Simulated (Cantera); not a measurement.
Charge: 1 mol Si, 5 mol HCl, 0.22 mol H₂, held at 773.15 K and 49000 Pa.

Method: chemical equilibrium by Gibbs-energy minimisation in Cantera with the NASA 1993 tables (ideal gas, pure condensed phases). Candidate condensed phases: Si; 19 gas species. Kinetics and transport are ignored.

### Question
What is the equilibrium state?

### Answer
- x(H₂) = 0.526
- x(HCl) = 0.237
- x(SiCl₄) = 0.237
- x(SiHCl₃) = 0.000331
- gas amount = 4.220 mol
- log10 activity of Si(s) (absent) = -9.39
